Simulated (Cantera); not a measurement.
Cantera run, input and output.

```python
import numpy as np
import cantera as ct

gas = ct.Solution("h2o2.yaml")
gas.TPX = 575, 1000000, {'H2': 1, 'O2': 0.455, 'N2': 1.71, 'H2O': 0.018}
inlet = ct.Reservoir(gas, clone=True)
gas.equilibrate("HP")  # start burning
reactor = ct.IdealGasConstPressureReactor(gas, energy="on", clone=False)
exhaust = ct.Reservoir(gas, clone=True)
tau = [0.055, 0.02, 0.0073, 0.0027, 0.00097, 0.00035, 0.00013, 4.7e-05, 1.7e-05, 6.2e-06][0]
for a, b in ((inlet, reactor), (reactor, exhaust)):
    ct.MassFlowController(a, b, mdot=lambda t: reactor.mass / tau)
net = ct.ReactorNet([reactor])
show = ['H2', 'O2', 'H2O2', 'H2O', 'O']

rows = []
print(f"{'tau/s':>10s}{'T/K':>9s}" + "".join(f"{s:>11s}" for s in show))
for tau in [0.055, 0.02, 0.0073, 0.0027, 0.00097, 0.00035, 0.00013, 4.7e-05, 1.7e-05, 6.2e-06]:
    net.initial_time = 0.0
    net.advance(30 * tau)
    before = gas.X
    net.advance(40 * tau)
    drift = np.max(np.abs(gas.X - before) / (gas.X + 1e-9))
    rows.append([gas.T, *gas[show].X, drift])
    print(f"{tau:10.3e}{gas.T:9.1f}" + "".join(f"{x:11.3e}" for x in gas[show].X))
```

Output:

```
     tau/s      T/K         H2         O2       H2O2        H2O          O
 5.500e-02   2610.9  3.617e-02  8.581e-04  2.726e-07  3.313e-01  2.287e-04
 2.000e-02   2610.2  3.622e-02  8.795e-04  2.771e-07  3.312e-01  2.324e-04
 7.300e-03   2608.3  3.636e-02  9.369e-04  2.889e-07  3.309e-01  2.424e-04
 2.700e-03   2603.7  3.671e-02  1.082e-03  3.185e-07  3.302e-01  2.682e-04
 9.700e-04   2592.5  3.756e-02  1.440e-03  3.905e-07  3.285e-01  3.347e-04
 3.500e-04   2569.2  3.931e-02  2.203e-03  5.370e-07  3.251e-01  4.890e-04
 1.300e-04   2528.6  4.229e-02  3.567e-03  7.768e-07  3.192e-01  8.018e-04
 4.700e-05   2461.5  4.695e-02  5.853e-03  1.129e-06  3.099e-01  1.418e-03
 1.700e-05   2361.0  5.328e-02  9.293e-03  1.590e-06  2.968e-01  2.501e-03
 6.200e-06   2221.9  6.123e-02  1.422e-02  2.223e-06  2.800e-01  4.120e-03
```

Computed with Cantera and the H2/O2 subset of GRI-Mech 3.0, which has no nitrogen chemistry. The hydrogen kinetics of GRI-Mech 3.0 are dated; newer H2 mechanisms differ, most at raised pressure.
